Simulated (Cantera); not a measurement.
Input (Python, Cantera):

```python
import numpy as np
import cantera as ct

surf = ct.Interface("ptcombust.yaml", "Pt_surf")
gas = surf.adjacent["gas"]
gas.TPX = 825, 170000, {'CH4': 0.0065, 'O2': 0.051, 'N2': 0.79}
surf.TP = 825, 170000
reactor = ct.FlowReactor(gas, clone=False)
reactor.area = 0.0001  # m2
reactor.surface_area_to_volume_ratio = 3600  # 1/m
reactor.mass_flow_rate = 0.36 * reactor.area * gas.density  # inlet velocity 0.36 m/s
reactor.energy_enabled = False
wall = ct.ReactorSurface(surf, reactor, clone=False)
net = ct.ReactorNet([reactor])
net.rtol, net.atol = 1e-8, 1e-16
show, cover = ['CH4', 'O2', 'H2O', 'CO2', 'CO'], ['PT(S)', 'H(S)', 'O(S)', 'OH(S)', 'CO(S)', 'C(S)']

rows = []
print(f"{'z/m':>9s}{'u/(m/s)':>9s}" + "".join(f"{s:>13s}" for s in show + cover))
for z in [0.00061, 0.001, 0.0017, 0.0029, 0.0048, 0.0079, 0.013, 0.022, 0.037, 0.061]:
    net.advance(z)
    rows.append([reactor.speed, *gas[show].X, *surf[cover].coverages])
    print(f"{z:9.4g}{rows[-1][0]:9.3g}" + "".join(f"{x:13.4e}" for x in rows[-1][1:]))
```

It prints:

```
      z/m  u/(m/s)          CH4           O2          H2O          CO2           CO        PT(S)         H(S)         O(S)        OH(S)        CO(S)         C(S)
  0.00061     0.36   7.5473e-03   5.9933e-02   2.4451e-04   1.2101e-04   1.2453e-06   4.9731e-02   2.3664e-09   9.4984e-01   4.2423e-04   8.5116e-06   1.8125e-08
    0.001     0.36   7.4701e-03   5.9779e-02   3.9894e-04   1.9822e-04   1.2421e-06   4.9753e-02   2.9898e-09   9.4970e-01   5.3771e-04   8.4374e-06   1.7960e-08
   0.0017     0.36   7.3333e-03   5.9505e-02   6.7261e-04   3.3507e-04   1.2204e-06   4.9802e-02   3.8557e-09   9.4950e-01   6.9487e-04   8.3033e-06   1.7675e-08
   0.0029     0.36   7.1037e-03   5.9046e-02   1.1316e-03   5.6460e-04   1.1833e-06   4.9896e-02   4.9880e-09   9.4920e-01   8.9926e-04   8.0810e-06   1.7202e-08
   0.0048     0.36   6.7529e-03   5.8344e-02   1.8332e-03   9.1543e-04   1.1264e-06   5.0057e-02   6.3574e-09   9.4879e-01   1.1442e-03   7.7423e-06   1.6481e-08
   0.0079     0.36   6.2120e-03   5.7263e-02   2.9146e-03   1.4561e-03   1.0385e-06   5.0327e-02   8.0624e-09   9.4822e-01   1.4447e-03   7.2152e-06   1.5359e-08
    0.013     0.36   5.4027e-03   5.5645e-02   4.5327e-03   2.2652e-03   9.0630e-07   5.0763e-02   1.0170e-08   9.4742e-01   1.8075e-03   6.4062e-06   1.3636e-08
    0.022     0.36   4.1954e-03   5.3232e-02   6.9460e-03   3.4718e-03   7.0758e-07   5.1464e-02   1.2840e-08   9.4628e-01   2.2507e-03   5.1405e-06   1.0942e-08
    0.037     0.36   2.7084e-03   5.0260e-02   9.9180e-03   4.9577e-03   4.5999e-07   5.2403e-02   1.5759e-08   9.4488e-01   2.7112e-03   3.4645e-06   7.3746e-09
    0.061     0.36   1.3037e-03   4.7454e-02   1.2725e-02   6.3607e-03   2.2303e-07   5.3364e-02   1.8343e-08   9.4353e-01   3.0964e-03   1.7414e-06   3.7067e-09
```

Computed with Cantera and Deutschmann's 1995 Pt surface mechanism with GRI-Mech 3.0 gas chemistry. Catalytic surfaces can have several steady states; this one follows from the mechanism file's or the stated starting coverage. Mass transfer to the wall is taken as infinitely fast.
